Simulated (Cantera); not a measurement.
Feed: 1 mol CuO, 2 mol CO, 4.1 mol H₂, equilibrated at 1550 K and 133 Pa.

Equilibrium computed with Cantera from the NASA thermochemical tables; the gas is ideal and each condensed phase is pure. Candidate condensed phases: C, C₆H₆, C₇H₈, C₈H₁₈, Cu, CuO, Cu(OH)₂, Cu₂O, H₂O; 113 gas species. The numbers say what is thermodynamically allowed, not how fast it happens.

Q: What is the equilibrium state?

A: 
```json
{
 "x(H₂)": "0.528",
 "x(CO)": "0.296",
 "x(H₂O)": "0.135",
 "x(CO₂)": "0.0270",
 "x(Cu)": "0.0139",
 "x(H)": "0.000627",
 "x(Cu₂)": "7.45e-6",
 "x(OH)": "5.37e-6",
 "n(Cu(l))": "0.914 mol",
 "gas_amount": "6.188 mol",
 "log10 activity of C(graphite) (absent)": "-5.73"
}
```
